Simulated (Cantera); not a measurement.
Feed: 1 mol PbO, 2.7 mol H2, at 1077 °C and 19.0 Pa.

Equilibrium computed with Cantera from the NASA thermochemical tables; the gas is ideal and each condensed phase is pure. Candidate condensed phases: H2O, Pb, PbO, PbO2, Pb3O4; 12 gas species. Kinetics and transport are ignored.

Base state: H2 0.459, H2O 0.270, Pb 0.270, H 0.000117, PbO 2.02e-5 (mole fractions); condensed: gas only.

Q: What changes in the equilibrium state with this change: H2 from 2.7 to 0.069 mol?

A: 
```json
[
 {"species": "PbO", "before": "2.02e-5", "after": "0.613"},
 {"species": "Pb", "before": "0.270", "after": "0.238"},
 {"species": "O2", "before": "<1e-9", "after": "0.0897"},
 {"species": "H2", "before": "0.459", "after": "2.90e-6"},
 {"species": "H2O", "before": "0.270", "after": "0.0587"},
 {"species": "H", "before": "0.000117", "after": "2.95e-7"},
 {"species": "OH", "before": "1.12e-6", "after": "9.67e-5"}
]
```
Gases not in the tables: (PbO)n polymers.

Q: What changes in the equilibrium state with this change: temperature from 1077 °C to 250 °C?

A: 
| species | before | after |
|---|---|---|
| H2 | 0.459 | 0.630 |
| H2O | 0.270 | 0.370 |
| Pb | 0.270 | <1e-9 |
| H | 0.000117 | <1e-9 |
| PbO | 2.02e-5 | <1e-9 |
| Pb(s), mol | 0 | 1.00 |
